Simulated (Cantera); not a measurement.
What does this Cantera script print?

```python
import numpy as np
import cantera as ct

gas = ct.Solution("gri30.yaml")
gas.TPX = 1048, 2666, {'C2H6': 1, 'N2': 80}
reactor = ct.IdealGasConstPressureReactor(gas, energy="off", clone=False)
net = ct.ReactorNet([reactor])
net.rtol, net.atol = 1e-08, 1e-18
show = ['C2H6', 'C2H2', 'CH3', 'C2H', 'C2H4', 'H2']
times = np.geomspace(7e-06, 60, 12)

steps = ct.SolutionArray(gas, extra=["t"])
rows = []
print(f"{'t/s':>10s}{'T/K':>9s}{'P/Pa':>11s}" + "".join(f"{s:>11s}" for s in show))
for t in times:
    while net.time < t:
        t_next = net.step()
        steps.append(gas.state, t=t_next)
    rows.append([np.interp(t, steps.t, y) for y in (steps.T, steps.P, *steps(*show).X.T)])
    print(f"{t:10.3e}{rows[-1][0]:9.1f}{rows[-1][1]:11.4g}" + "".join(f"{x:11.3e}" for x in rows[-1][2:]))
rate = np.gradient(steps.T, steps.t)
print("integrator steps:", len(steps.t))
if steps.T.max() > steps.T[0] + 200:
    print(f"time of steepest temperature rise: {steps.t[rate.argmax()]:.4e} s")
gas.TPX = 1048, 2666, {'C2H6': 1, 'N2': 80}
gas.equilibrate("TP")
print(f"equilibrium (TP): T = {gas.T:.1f} K  " + "  ".join(f"{s} {gas[s].X[0]:.3e}" for s in show))
```

Result:

```
       t/s      T/K       P/Pa       C2H6       C2H2        CH3        C2H       C2H4         H2
 7.000e-06   1048.0       2666  1.235e-02  6.596e-27  2.735e-10  2.425e-44  1.399e-16  4.795e-16
 2.988e-05   1048.0       2666  1.235e-02  1.030e-24  1.167e-09  5.945e-41  6.141e-15  8.623e-15
 1.275e-04   1048.0       2666  1.235e-02  2.583e-22  4.974e-09  3.447e-37  3.846e-13  1.937e-13
 5.444e-04   1048.0       2666  1.235e-02  8.019e-20  2.111e-08  9.430e-33  2.685e-11  1.466e-11
 2.324e-03   1048.0       2666  1.235e-02  4.618e-17  8.793e-08  5.323e-28  1.941e-09  1.610e-09
 9.919e-03   1048.0       2666  1.235e-02  1.064e-13  3.385e-07  8.859e-23  1.398e-07  1.336e-07
 4.234e-02   1048.0       2666  1.234e-02  3.045e-10  1.007e-06  1.366e-17  8.363e-06  8.251e-06
 1.807e-01   1048.0       2666  1.214e-02  1.638e-07  3.126e-06  7.779e-15  1.905e-04  1.873e-04
 7.715e-01   1048.0       2666  1.090e-02  9.213e-06  3.852e-06  7.841e-14  1.368e-03  1.352e-03
 3.293e+00   1048.0       2666  6.261e-03  2.000e-04  2.816e-06  5.161e-13  5.596e-03  5.808e-03
 1.406e+01   1048.0       2666  4.473e-04  1.894e-03  5.263e-07  1.748e-12  9.384e-03  1.272e-02
 6.000e+01   1048.0       2666  1.536e-05  3.950e-03  8.641e-08  6.803e-13  7.708e-03  1.513e-02
integrator steps: 989
equilibrium (TP): T = 1048.0 K  C2H6 1.598e-07  C2H2 2.839e-03  CH3 2.084e-08  C2H 3.224e-14  C2H4 2.607e-04  H2 1.886e-02
```

Cantera simulation using GRI-Mech 3.0 (53 species, 325 reactions); the numbers are that mechanism's predictions, not measurements. GRI-Mech 3.0 stops at C3 and has no aromatics, soot or wall deposition, so with more carbon than oxygen in the feed, carbon stays in small species such as C2H2 where larger ones or solid carbon would form. Radical loss at walls, strong at low pressure, is not modelled.
